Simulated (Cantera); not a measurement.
A closed system holds: 1 mol FeS, 0.56 mol SO₃, 4.9 mol CO₂, 0.31 mol SO₂, equilibrated at 5100 Pa.

Cantera equilibrium calculation (NASA polynomials, part measured and part estimated; ideal gas, pure solids and liquids). Candidate condensed phases: C, Fe, Fe(CO)₅, FeO, FeS, FeSO₄, FeS₂, Fe₂O₃, Fe₂(SO₄)₃, Fe₃O₄, S; 25 gas species. The tables' stoichiometric FeO is somewhat more stable than real wüstite, so its field is too wide. FeO: taken at fixed stoichiometry. Kinetics and transport are ignored.

x: gas mole fraction; n: condensed amount in mol.

```csv
T (°C),x CO₂,x CO,x SO₂,x S₂,x SO,x COS,n FeO(s),n FeO(l)
1152,0.639,0.129,0.166,0.0611,0.00219,?,1.00,0
1202,0.610,0.154,0.177,0.0542,0.00311,?,1.00,0
1252,0.579,0.179,0.188,0.0472,0.00429,?,1.000,0
1302,0.550,0.204,0.199,0.0402,0.00574,?,1.000,0
1352,0.521,0.227,0.209,0.0334,0.00747,?,1.000,0
1402,0.495,0.249,0.218,0.0270,0.00946,?,0,1.000
1452,0.471,0.269,0.227,0.0211,0.0117,?,0,1.000
1502,0.450,0.286,0.233,0.0159,0.0140,?,0,1.000
1552,0.432,0.300,0.239,0.0114,0.0163,?,0,1.000
1602,0.418,0.311,0.243,0.00780,0.0185,?,0,0.999
```

**Question.** Complete the blanks.

**Answer.** 
- 1152, x COS: 0.00126
- 1202, x COS: 0.00110
- 1252, x COS: 0.000945
- 1302, x COS: 0.000797
- 1352, x COS: 0.000661
- 1402, x COS: 0.000538
- 1452, x COS: 0.000429
- 1502, x COS: 0.000334
- 1552, x COS: 0.000253
- 1602, x COS: 0.000187
